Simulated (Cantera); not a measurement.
Hydrocarbon pyrolysis for carbon deposition

An isothermal, constant-pressure homogeneous reactor starts with C3H8 : H2 = 1 : 58 (molar parts), at 1650 K and 1.00 bar.

Cantera simulation using GRI-Mech 3.0 (53 species, 325 reactions); the numbers are that mechanism's predictions, not measurements. GRI-Mech 3.0 was tuned for natural gas; its chemistry of propane as a main component is partial and can be far from experiment. GRI-Mech 3.0 stops at C3 and has no aromatics, soot or wall deposition, so with more carbon than oxygen in the feed, carbon stays in small species such as C2H2 where larger ones or solid carbon would form.

| t (s) | x C3H8 | x H2 | x C2H6 | x CH4 | x C2H |
|---|---|---|---|---|---|
| 1.00e-6 | 0.0163 | 0.982 | 5.39e-5 | 0.000235 | <1e-12 |
| 7.44e-6 | 0.00593 | 0.971 | 0.000370 | 0.0103 | 1.41e-9 |
| 5.54e-5 | 2.05e-6 | 0.965 | 4.49e-5 | 0.0189 | 9.07e-9 |
| 0.000412 | 6.54e-9 | 0.965 | 1.20e-5 | 0.0192 | 4.18e-9 |
| 0.00307 | 1.19e-9 | 0.966 | 3.22e-6 | 0.0193 | 5.58e-9 |
| 0.0228 | 8.29e-10 | 0.965 | 2.56e-6 | 0.0195 | 5.71e-9 |
| 0.170 | 8.46e-10 | 0.965 | 2.62e-6 | 0.0202 | 5.56e-9 |
| 1.26 | 8.68e-10 | 0.965 | 2.70e-6 | 0.0212 | 5.36e-9 |
| 9.41 | 8.68e-10 | 0.965 | 2.71e-6 | 0.0212 | 5.36e-9 |
| 70.0 | 8.68e-10 | 0.965 | 2.71e-6 | 0.0212 | 5.36e-9 |
x: mole fraction; the columns are a selection and need not sum to one.

Equilibrium at this temperature and pressure: C3H8 8.68e-10, H2 0.965, C2H6 2.71e-6, CH4 0.0212, C2H 5.36e-9 (gas phase only).
